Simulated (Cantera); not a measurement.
**Equilibrium for fluorocarbon and chlorocarbon gases: CCl4 + F2**

Charge: 1 mol CCl4, a varied amount of F2, held at 1048.15 K and 0.000550 bar.

Method: chemical equilibrium by Gibbs-energy minimisation in Cantera with the NASA 1993 tables (ideal gas, pure condensed phases). Candidate condensed phases: C; 27 gas species. Gases not in the tables: C2F6 and larger saturated fluorocarbons. Rates play no part.

| n(F2) (mol) | x Cl2 | x CF4 | x Cl | x CClF3 | x CCl2F2 | x CCl3F | x CCl4 | n C(graphite) |
|---|---|---|---|---|---|---|---|---|
| 0.021 | 0.962 | 0.00476 | 0.0323 | 0.000469 | 5.58e-5 | 6.30e-6 | 2.13e-6 | 0.989 |
| 0.031 | 0.960 | 0.00706 | 0.0323 | 0.000630 | 6.78e-5 | 6.93e-6 | 2.12e-6 | 0.984 |
| 0.047 | 0.956 | 0.0107 | 0.0322 | 0.000861 | 8.33e-5 | 7.65e-6 | 2.10e-6 | 0.976 |
| 0.07 | 0.951 | 0.0160 | 0.0321 | 0.00116 | 0.000101 | 8.37e-6 | 2.08e-6 | 0.964 |
| 0.11 | 0.941 | 0.0251 | 0.0320 | 0.00161 | 0.000125 | 9.23e-6 | 2.04e-6 | 0.944 |
| 0.16 | 0.930 | 0.0362 | 0.0318 | 0.00211 | 0.000149 | 9.93e-6 | 1.99e-6 | 0.919 |
| 0.24 | 0.912 | 0.0536 | 0.0315 | 0.00281 | 0.000177 | 1.06e-5 | 1.91e-6 | 0.878 |
| 0.36 | 0.887 | 0.0785 | 0.0310 | 0.00369 | 0.000209 | 1.12e-5 | 1.81e-6 | 0.818 |
| 0.55 | 0.849 | 0.115 | 0.0303 | 0.00482 | 0.000243 | 1.16e-5 | 1.66e-6 | 0.722 |
| 0.83 | 0.799 | 0.165 | 0.0294 | 0.00611 | 0.000273 | 1.16e-5 | 1.47e-6 | 0.581 |
| 1.2 | 0.742 | 0.222 | 0.0284 | 0.00736 | 0.000294 | 1.11e-5 | 1.26e-6 | 0.395 |
x: gas mole fraction; n: condensed amount in mol.

From 0.021 mol F2 to 1.2 mol F2 the condensed part is C(graphite). The main C-bearing gas is CF4 throughout. The share of C in condensed phases is highest at 0.021 mol F2 (98.9 %) and lowest at 1.2 mol F2 (39.5 %).
